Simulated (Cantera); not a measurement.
Input: 1 mol NH3, 0.041 mol H2O, a varied amount of O2, 4 mol H2, equilibrated at 3148.15 K and 280 bar.

Method: chemical equilibrium by Gibbs-energy minimisation in Cantera with the NASA 1993 tables (ideal gas, pure condensed phases). Candidate condensed phases: H2O; 24 gas species. The ideal-gas law is rough above about 30 bar. Equilibrium is a limit: real reactors are often held back by kinetics, nucleation or transport.

**Question.** At 0.28 mol O2, list the 5 most abundant gas species with their mole fractions, and the condensed phases.

**Answer.** H2 0.806, H2O 0.0982, N2 0.0820, H 0.0131, OH 0.000590. Condensed: gas only.
